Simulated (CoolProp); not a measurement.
A single-stage vapour-compression cycle with the fluid: evaporating at 314.15 K (dew point), condensing at 360.15 K (bubble point), superheat 0 K, subcooling 0 K, compressor efficiency 0.65, no pressure losses. The same conditions are run with several fluids, on thermodynamics alone (safety and materials aside).

The numbers come from the reference Helmholtz-energy equation of state of each fluid (cyclopentane: Gedanitz 2015; cyclohexane: Zhou 2014; R152A: Outcalt 1996; R124: de Vries 1995; n-butane: Bücker 2006; R141b: Lemmon 2006) in CoolProp.

Task: Rank cyclopentane, cyclohexane, R152A, R124, n-butane, R141b by cooling COP, highest first.

Result: cyclopentane (3.79), cyclohexane (3.77), R141b (3.71), n-butane (3.28), R152A (3.09), R124 (2.97)

```
fluid         pressure ratio  discharge temperature (K)  refrigerating effect (kJ/kg)  volumetric capacity (kJ/m³)
------------  --------------  -------------------------  ----------------------------  ---------------------------
cyclopentane            3.95                      374.7                           303                          641
cyclohexane             4.75                      367.9                           288                          242
R152A                   2.90                      381.0                           162                         4720
R124                    3.00                      365.6                          78.4                         2940
n-butane                3.02                      362.2                           219                         2120
R141b                   3.65                      373.6                           162                         1050
```
